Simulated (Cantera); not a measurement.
## Low-pressure radical oxidation in H2/O2

A perfectly stirred reactor is fed with H2 : O2 = 0.012 : 1 (molar parts), equivalence ratio 0.0060, at 20.0 Torr; it is held at 1300 K, and followed from long to short residence time.

Computed with Cantera and the H2/O2 subset of GRI-Mech 3.0, which has no nitrogen chemistry. Radical loss at walls, strong at low pressure, is not modelled.

```json
[
 {"τ (s)": "0.46", "x H2": "4.21e-5", "x O2": "0.986", "x H2O2": "2.35e-8", "x H": "4.91e-5", "x OH": "0.000596", "x H2O": "0.0115"},
 {"τ (s)": "0.15", "x H2": "7.99e-5", "x O2": "0.984", "x H2O2": "2.94e-8", "x H": "0.000119", "x OH": "0.000810", "x H2O": "0.0114"},
 {"τ (s)": "0.048", "x H2": "0.000159", "x O2": "0.981", "x H2O2": "3.58e-8", "x H": "0.000245", "x OH": "0.00106", "x H2O": "0.0111"},
 {"τ (s)": "0.016", "x H2": "0.000336", "x O2": "0.980", "x H2O2": "4.42e-8", "x H": "0.000398", "x OH": "0.00132", "x H2O": "0.0107"},
 {"τ (s)": "0.0050", "x H2": "0.000827", "x O2": "0.979", "x H2O2": "6.03e-8", "x H": "0.000559", "x OH": "0.00168", "x H2O": "0.00991"},
 {"τ (s)": "0.0016", "x H2": "0.00210", "x O2": "0.979", "x H2O2": "8.38e-8", "x H": "0.000665", "x OH": "0.00210", "x H2O": "0.00838"},
 {"τ (s)": "0.00053", "x H2": "0.00512", "x O2": "0.982", "x H2O2": "8.92e-8", "x H": "0.000547", "x OH": "0.00212", "x H2O": "0.00540"}
]
```
x: mole fraction; the columns are a selection and need not sum to one.
